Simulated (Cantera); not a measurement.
A closed system holds: 1 mol SiO2, 0.098 mol H2, 0.0045 mol Si, equilibrated at 0.100 bar.

Equilibrium computed with Cantera from the NASA thermochemical tables; the gas is ideal and each condensed phase is pure. Candidate condensed phases: H2O, Si, SiO2; 18 gas species. The tables hold silica as quartz up to 1696 K and as liquid above; real silica turns to tridymite and cristobalite and melts near 1996 K. Kinetics and transport are ignored. All values below are at 1750 K.

Base state: H2 0.915, SiO 0.0842, H 0.000704, H2O 8.73e-5 (mole fractions); condensed: SiO2(condensed).

### Question
What changes in the equilibrium state with this change: pressure from 0.100 bar to 1.90 bar?

### Answer
```json
[
 {"species": "H2", "before": "0.915", "after": "0.987"},
 {"species": "SiO", "before": "0.0842", "after": "0.0123"},
 {"species": "H", "before": "0.000704", "after": "0.000168"},
 {"species": "SiH2", "before": "2.46e-6", "after": "2.06e-5"},
 {"species": "H2O", "before": "8.73e-5", "after": "3.38e-5"},
 {"species": "SiO2(condensed), mol", "before": "0.995", "after": "0.999"},
 {"species": "Si(l), mol", "before": "0", "after": "0.00389"}
]
```
Each liquid is taken as pure. Mutual solubility and eutectic melting of coexisting phases are not modelled. Gases not in the tables: Si2H6 and higher silanes.
